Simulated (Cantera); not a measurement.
A Cantera script and what it prints.

```python
import numpy as np
import cantera as ct

gas_names = """
    H HNO HNO2 HNO3 HO2 H2 H2O H2O2 N NH NH2 NH3 NH2OH NO NO2 NO3 N2 N2H2 N2H4 N2O O OH O2 O3 Zr ZrN ZrO
    ZrO2
""".split()
cond_names = """
    H2O(s) H2O(L) Zr(a) Zr(b) Zr(L) ZrN(s) ZrN(L) ZrO2(a) ZrO2(b) ZrO2(L)
""".split()


# ... load() reads the species with a 1 bar reference pressure and builds the phases ...
atoms = {
    'Zr': {'Zr': 1},
    'N2O': {'N': 2, 'O': 1},
    'H2': {'H': 2},
}
top_T = {}  # K; cautious upper limits of use, not melting points


# ... equilibrate(T, P, feed) seeds the gas with the atoms and calls Mixture.equilibrate('TP', solver="vcs", rtol=1e-11, max_steps=5000) ...
results = []
feed = {'Zr': 1, 'N2O': 0.27, 'H2': 3.3}  # mol
T = 2450  # K
P = 13332.2  # Pa
mix = equilibrate(T, P, feed)
results.append((T, P, feed, dict(zip(mix.species_names, mix.species_moles))))
print(gas.report(threshold=1e-06))
for i in range(1, mix.n_phases):
    print(f"{mix.phase(i).name:16s} {mix.phase_moles(i):12.5e} mol")
```

Output:

```
       temperature   2450 K
          pressure   13332 Pa
           density   0.0013062 kg/m^3
  mean mol. weight   1.9957 kg/kmol
   phase of matter   gas

                          1 kg             1 kmol
                     ---------------   ---------------
          enthalpy        3.9642e+07        7.9114e+07  J
   internal energy        2.9435e+07        5.8744e+07  J
           entropy        1.0629e+05        2.1212e+05  J/K
    Gibbs function       -2.2076e+08       -4.4057e+08  J
 heat capacity c_p             17440             34804  J/K
 heat capacity c_v             13273             26490  J/K

                      mass frac. Y      mole frac. X     chem. pot. / RT
                     ---------------   ---------------   ---------------
                 H          0.027032          0.053519           -11.108
                H2           0.95575           0.94613           -22.216
               H2O        0.00023931         2.651e-05           -52.824
                N2        0.00011623        8.2803e-06           -41.361
                Zr        0.00054263        1.1871e-05           -9.2076
               ZrO          0.016241        0.00030228           -39.815
              ZrO2        7.6812e-05         1.244e-06           -70.423
     [  +21 minor]        2.6422e-06        3.1106e-07

Zr(L)             3.24549e-01 mol
ZrN(s)            5.39944e-01 mol
ZrO2(b)           1.34438e-01 mol
```

These are equilibrium values from Cantera (NASA tables, ideal gas, pure condensed phases), not measurements of a reactor. Mutual solubility and eutectic melting of coexisting phases are not modelled. ZrN: taken at fixed stoichiometry. Condensed phases not in the tables: solid solutions among these carbides, nitrides and lower oxides, N, O or C dissolved in the metal.
